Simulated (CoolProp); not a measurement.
A Linde-Hampson liquefier for normal hydrogen: isothermal reversible compression at 290 K from 1 atm to 15 MPa, throttling to 1 atm, return gas leaving the recuperator 2 K below the feed. Each further row changes one setting.

Model: reference Helmholtz-energy equation of state, Leachman 2009, in CoolProp.

| case | compression work (kJ/kg of gas) |
|---|---|
| as stated | 6090 |
| high pressure 30 MPa | 7030 |
| warm-end temperature 320 K | 6710 |
| warm-end gap 7 K | 6090 |
